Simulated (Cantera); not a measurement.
**Thermodynamics of metals in furnace atmospheres, feed Fe + CO2 + H2**

Feed: 1 mol Fe, 1.1 mol CO2, 84 mol H2, equilibrated at 10000 Pa.

Equilibrium computed with Cantera from the NASA thermochemical tables; the gas is ideal and each condensed phase is pure. Candidate condensed phases: C, C6H6, C7H8, C8H18, Fe, Fe(CO)5, FeO, Fe(OH)2, Fe(OH)3, Fe2O3, Fe3O4, H2O; 114 gas species. The numbers say what is thermodynamically allowed, not how fast it happens.

```tsv
T (K)	x H2	x H2O	x CH4	x CO	x H	x Fe	x CO2	n Fe(α)	n Fe(γ)	n Fe(δ)	n Fe(l)
700	0.960	0.0265	0.0133	1.09e-5	<1e-12	<1e-12	2.83e-6	1.00	0	0	0
800	0.962	0.0252	0.0120	0.00108	8.98e-12	<1e-12	0.000119	1.00	0	0	0
900	0.971	0.0164	0.00376	0.00892	3.64e-10	<1e-12	0.000347	1.00	0	0	0
1000	0.974	0.0130	0.000331	0.0124	7.08e-9	<1e-12	0.000237	1.00	0	0	0
1100	0.974	0.0128	2.96e-5	0.0127	8.07e-8	1.26e-11	0.000165	1.00	0	0	0
1200	0.974	0.0128	3.79e-6	0.0128	6.16e-7	4.96e-10	0.000123	0	1.00	0	0
1300	0.974	0.0128	6.63e-7	0.0128	3.45e-6	1.09e-8	9.59e-5	0	1.000	0	0
1400	0.974	0.0128	1.49e-7	0.0128	1.52e-5	1.53e-7	7.81e-5	0	1.000	0	0
1500	0.974	0.0129	4.08e-8	0.0129	5.49e-5	1.50e-6	6.56e-5	0	1.000	0	0
1600	0.974	0.0129	1.32e-8	0.0129	0.000170	1.10e-5	5.66e-5	0	0.999	0	0
1700	0.974	0.0129	4.88e-9	0.0129	0.000460	6.29e-5	4.98e-5	0	0	0.995	0
1800	0.973	0.0129	2.02e-9	0.0129	0.00112	0.000295	4.46e-5	0	0	0.975	0
1900	0.971	0.0129	9.17e-10	0.0129	0.00247	0.00111	4.04e-5	0	0	0	0.905
2000	0.966	0.0128	4.48e-10	0.0128	0.00505	0.00365	3.70e-5	0	0	0	0.688
```
x: gas mole fraction; n: condensed amount in mol.

From 700 K to 1100 K the condensed part is Fe(α). From 1200 K to 1600 K the condensed part is Fe(γ). From 1700 K to 1800 K the condensed part is Fe(δ). From 1900 K to 2000 K the condensed part is Fe(l).
